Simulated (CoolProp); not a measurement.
R1234ze(E) along the isobar 4.57 MPa: fugacity coefficient from the reference equation and from simpler models built on Tc = 382.5 K, pc = 3.635 MPa, ω = 0.313; each cubic takes its own stable root.

Values from CoolProp's reference Helmholtz-energy equation of state, Thol 2016.

```csv
T (K),phase,reference
315.6,liquid,0.1756
325.1,liquid,0.2165
334.6,liquid,0.2623
344.1,liquid,0.3126
353.6,liquid,0.3668
363.1,liquid,0.4241
372.6,liquid,0.4836
382.1,liquid,0.5436
391.5,supercritical,0.6002
401,supercritical,0.6447
410.5,supercritical,0.6775
420,supercritical,0.7049
```

Problem. How far does each simpler model (van der Waals, Soave-Redlich-Kwong) lie from the reference over these 12 states: mean and median of the absolute difference, and the worst?

Solution. 
- van der Waals: mean 28.8 %, median 18.6 %, worst +91.5 % at 315.6 K and 4.57 MPa
- Soave-Redlich-Kwong: mean 3.2 %, median 3.7 %, worst +4.5 % at 334.6 K and 4.57 MPa
